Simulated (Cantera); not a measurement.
Feed: 1 mol TiO2, 2.3 mol CO, 1.6 mol H2, equilibrated at 0.000130 bar.

Cantera equilibrium calculation (NASA polynomials, part measured and part estimated; ideal gas, pure solids and liquids). Candidate condensed phases: C, C6H6, C7H8, C8H18, H2O, Ti, TiC, TiO, TiO2, Ti2O3, Ti3O5, Ti4O7; 113 gas species. Mutual solubility and eutectic melting of coexisting phases are not modelled. Condensed phases not in the tables: Magnéli phases beyond Ti4O7. Kinetics and transport are ignored.

x: gas mole fraction; n: condensed amount in mol.

```
T (°C)   x CO       x H    x H2    x TiO2     x TiO       x O     x H2O     x CO2  n TiO2(rutile)  n Ti4O7(s)  n Ti4O7(l)
------  -----  --------  ------  --------  --------  --------  --------  --------  --------------  ----------  ----------
927     0.589   1.11e-5   0.410    <1e-12    <1e-12    <1e-12  0.000436  0.000456           0.986     0.00348           0
1127    0.588  0.000272   0.407  2.23e-10  2.48e-11  2.41e-11   0.00298   0.00198           0.923      0.0194           0
1327    0.583   0.00300   0.395   1.69e-7   1.39e-8   2.37e-8    0.0127   0.00621           0.705      0.0737           0
1527    0.569         …       …         …         …         …         …         …               …           …           0
1727    0.548    0.0794   0.310   0.00129  0.000125  0.000207    0.0432    0.0167               0           0       0.249
1927        …         …       …         …         …         …         …         …               0           0           …
2127    0.365     0.362  0.0672     0.116    0.0458    0.0241   0.00677   0.00622               0           0           0
2327    0.331     0.425  0.0160    0.0607    0.0836    0.0746  0.000702   0.00225               0           0           0
```

Problem. Complete the blanks.

Solution. 
- 1927, x CO: 0.492
- 1927, x H: 0.225
- 1927, x H2: 0.207
- 1927, x TiO2: 0.0212
- 1927, x TiO: 0.00354
- 1927, x O: 0.00347
- 1927, x H2O: 0.0302
- 1927, x CO2: 0.0136
- 1927, n Ti4O7(l): 0.222
- 1527, x H: 0.0188
- 1527, x H2: 0.360
- 1527, x TiO2: 2.84e-5
- 1527, x TiO: 1.80e-6
- 1527, x O: 5.22e-6
- 1527, x H2O: 0.0372
- 1527, x CO2: 0.0154
- 1527, n TiO2(rutile): 0.169
- 1527, n Ti4O7(s): 0.208
